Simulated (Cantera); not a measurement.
What does this Cantera script print?

```python
import numpy as np
import cantera as ct

gas_names = [...]  # 136 gases of nasa_gas.yaml made of C, H, N, O
cond_names = """
    C(gr) C6H6(L) C7H8(L) C8H18(L),n-octa H2O(s) H2O(L)
""".split()


# ... load() reads the species with a 1 bar reference pressure and builds the phases ...
atoms = {
    'CH3OH': {'C': 1, 'H': 4, 'O': 1},
    'CO2': {'C': 1, 'O': 2},
    'N2': {'N': 2},
}
top_T = {'C(gr)': 4500}  # K; cautious upper limits of use, not melting points


# ... equilibrate(T, P, feed) seeds the gas with the atoms and calls Mixture.equilibrate('TP', solver="vcs", rtol=1e-11, max_steps=5000) ...
results = []
T = 1100  # K
P = 4000  # Pa
for m in [0.07, 0.11, 0.18, 0.29, 0.47, 0.75, 1.2, 1.9, 3.1]:
    feed = {'CH3OH': 1, 'CO2': m, 'N2': 1.2}  # mol
    mix = equilibrate(T, P, feed)
    results.append((T, P, feed, dict(zip(mix.species_names, mix.species_moles))))
    x = sorted(zip(gas.X, gas.species_names), reverse=True)
    print(f"T = {T:g} K  P = {P:g} Pa  n(CO2) = {m:g} mol  gas = {mix.phase_moles(0):.4g} mol")
    print("   x: " + "  ".join(f"{s} {v:.3e}" for v, s in x if v > 0.001))
    print("   condensed (mol): " + ("  ".join(f"{mix.phase(i).name} {mix.phase_moles(i):.4g}"
          for i in range(1, mix.n_phases) if mix.phase_moles(i) > 1e-12) or "none"))
```

It prints:

```
T = 1100 K  P = 4000 Pa  n(CO2) = 0.07 mol  gas = 4.27 mol
   x: H2 4.576e-01  N2 2.810e-01  CO 2.449e-01  H2O 1.074e-02  CO2 5.669e-03
   condensed (mol): none
T = 1100 K  P = 4000 Pa  n(CO2) = 0.11 mol  gas = 4.31 mol
   x: H2 4.475e-01  N2 2.784e-01  CO 2.485e-01  H2O 1.649e-02  CO2 9.036e-03
   condensed (mol): none
T = 1100 K  P = 4000 Pa  n(CO2) = 0.18 mol  gas = 4.38 mol
   x: H2 4.306e-01  N2 2.740e-01  CO 2.543e-01  H2O 2.597e-02  CO2 1.513e-02
   condensed (mol): none
T = 1100 K  P = 4000 Pa  n(CO2) = 0.29 mol  gas = 4.49 mol
   x: H2 4.060e-01  N2 2.673e-01  CO 2.622e-01  H2O 3.945e-02  CO2 2.514e-02
   condensed (mol): none
T = 1100 K  P = 4000 Pa  n(CO2) = 0.47 mol  gas = 4.67 mol
   x: H2 3.700e-01  CO 2.724e-01  N2 2.570e-01  H2O 5.829e-02  CO2 4.235e-02
   condensed (mol): none
T = 1100 K  P = 4000 Pa  n(CO2) = 0.75 mol  gas = 4.95 mol
   x: H2 3.228e-01  CO 2.832e-01  N2 2.424e-01  H2O 8.121e-02  CO2 7.030e-02
   condensed (mol): none
T = 1100 K  P = 4000 Pa  n(CO2) = 1.2 mol  gas = 5.4 mol
   x: CO 2.915e-01  H2 2.640e-01  N2 2.222e-01  CO2 1.159e-01  H2O 1.064e-01
   condensed (mol): none
T = 1100 K  P = 4000 Pa  n(CO2) = 1.9 mol  gas = 6.1 mol
   x: CO 2.917e-01  H2 2.001e-01  N2 1.967e-01  CO2 1.837e-01  H2O 1.278e-01
   condensed (mol): none
T = 1100 K  P = 4000 Pa  n(CO2) = 3.1 mol  gas = 7.3 mol
   x: CO2 2.848e-01  CO 2.768e-01  N2 1.644e-01  H2O 1.399e-01  H2 1.341e-01
   condensed (mol): none
```

These are equilibrium values from Cantera (NASA tables, ideal gas, pure condensed phases), not measurements of a reactor.
